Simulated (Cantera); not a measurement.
Catalytic stagnation flow on Pt

A jet of 1.52 % CH4, 13.0 % O2, 85.5 % N2 at 300 K and 6700 Pa hits a platinum plate 2.1 cm away at a mass flux of 0.18 kg/m²/s; the plate temperature is set and raised in steps from an oxygen-covered start.

Computed with Cantera and Deutschmann's 1995 Pt surface mechanism with GRI-Mech 3.0 gas chemistry. Catalytic surfaces can have several steady states; this one follows from the mechanism file's or the stated starting coverage.

| plate T (K) | wall x CH4 | wall x O2 | wall x H2O | wall x OH | wall x CO | wall x CO2 | θ free Pt | θ O* |
|---|---|---|---|---|---|---|---|---|
| 900 | 0.0131 | 0.126 | 0.00381 | 1.44e-8 | 4.98e-6 | 0.00249 | 0.208 | 0.792 |
| 950 | 0.0118 | 0.123 | 0.00628 | 5.07e-8 | 6.20e-6 | 0.00412 | 0.275 | 0.725 |
| 1000 | 0.0103 | 0.120 | 0.00894 | 1.50e-7 | 7.39e-6 | 0.00587 | 0.344 | 0.656 |
| 1050 | 0.00896 | 0.117 | 0.0115 | 3.84e-7 | 8.53e-6 | 0.00753 | 0.413 | 0.586 |
| 1100 | 0.00776 | 0.114 | 0.0136 | 8.82e-7 | 9.75e-6 | 0.00898 | 0.480 | 0.519 |
x: mole fraction at the wall; θ: surface coverage.
